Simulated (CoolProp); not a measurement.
Saturation properties of normal hydrogen.

Computed with CoolProp (reference Helmholtz-energy equation of state, Leachman 2009).

```tsv
T (°C)	p (MPa)	liquid density (kg/m³)	vapour density (kg/m³)	enthalpy of vaporisation (kJ/kg)	liquid cp (kJ/(kg K))	vapour viscosity (µPa s)
-249.55	0.2355	66.77	2.894	425.5	11.97	1.18
-248.25	0.3143	64.86	3.814	410.5	13.19	1.27
-247.05	0.4019	62.91	4.863	393.2	14.62	1.35
-245.75	0.5147	60.54	6.275	369.6	16.71	1.45
-244.45	0.6481	57.82	8.074	339.8	19.84	1.57
-243.15	0.8043	54.54	10.44	300.9	25.28	1.72
-241.95	0.9711	50.64	13.51	251.9	36.49	1.90
-240.65	1.180	43.92	19.28	163.9	98.57	2.25
```

It boils at -252.8 °C under 1 atm.

Viscosity comes from a separate model (Muzny 2013).
